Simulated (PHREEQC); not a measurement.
Make-up at 82 °C: 0.0041 mol CaBr2, 0.0074 mol CdCl2 and 0.011 mol MgSO4 per kg of water. Closed to the air; pH follows from the charge balance.

Model: ion-association model, phreeqc.dat, run in PHREEQC.

Task: The ionic strength comes out as 0.0466 mol/kgw. What activity coefficients do Ca+2, Br-, Cd(SO4)2-2, SO4-2, Cd+2 get?

Result: Ca+2 0.44, Br- 0.79, Cd(SO4)2-2 0.42, SO4-2 0.43, Cd+2 0.42.

This is a speciation only: nothing precipitates in the calculation. Constants without temperature data keep their 25 °C values here.
